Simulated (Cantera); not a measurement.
Feed: 1 mol SiHCl3, 13 mol N2, at 64.0 mbar.

These are equilibrium values from Cantera (NASA tables, ideal gas, pure condensed phases), not measurements of a reactor. Candidate condensed phases: NH4Cl, Si, Si3N4; 28 gas species. N2 is the only nitrogen source here; it is nearly inert below about 1500 K, so the nitride shown seldom forms there in practice. The numbers say what is thermodynamically allowed, not how fast it happens.

Over these rows the condensed part is Si3N4(s). Partial pressures as log10 of bar:

```
T (K)  1000/T (1/K)  log p SiCl2  log p N2  log p HCl  log p SiCl4
-----  ------------  -----------  --------  ---------  -----------
1073         0.9320        -6.59     -1.24      -2.42        -2.61
1148         0.8711        -5.70     -1.24      -2.41        -2.62
1223         0.8177        -4.92     -1.24      -2.41        -2.63
1298         0.7704            ?     -1.24      -2.41        -2.65
1373         0.7283        -3.66     -1.24      -2.41        -2.69
1448         0.6906        -3.16     -1.24      -2.41        -2.79
```

Problem. Fit log p(SiCl2) = a + b·(1000/T) to the five rows, give the apparent enthalpy, and predict the row at 1298 K.

Solution. Means: 1000/T = 0.8079, log p = -4.806. Sxy = -0.563310, Sxx = 0.0395865, so b = -14.23 and a = -4.806 − (-14.23)×0.8079 = 6.69.
Apparent enthalpy: −19.145 × (-14.23) = 272 kJ/mol. With the condensed phases at unit activity, 1/6 Si3N4(s) + 1/2 SiCl4(g) = SiCl2(g) + 1/3 N2(g) links this pressure to the main gases: over the six rows their terms move log p by -0.09 in all, so the slope is close to that reaction's ΔH°. The five rows lie within 0.03 of the line.
Prediction at 1298 K: 6.69 + (-14.23)×0.7704 = -4.27. The computed value is -4.25, 0.02 from the line.
